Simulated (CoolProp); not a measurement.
Water along the isobar 28.3 MPa: density (kg/m³) from the reference equation and from simpler models built on Tc = 373.9 °C, pc = 22.06 MPa, ω = 0.344; each cubic takes its own stable root.

Computed with CoolProp (reference Helmholtz-energy equation of state, Wagner 2002).

```
T (°C)   phase  reference  Redlich-Kwong  Peng-Robinson
------  ------  ---------  -------------  -------------
96.25   liquid      973.6          694.0          808.6
116.65  liquid      959.1          679.0          794.2
137.15  liquid      942.9          663.3          778.5
157.65  liquid      925.2          646.6          761.7
178.05  liquid      906.0          629.1          743.4
198.55  liquid      885.1          610.5          723.5
219.05  liquid      862.3          590.7          701.7
239.45  liquid      837.7          569.7          677.8
```
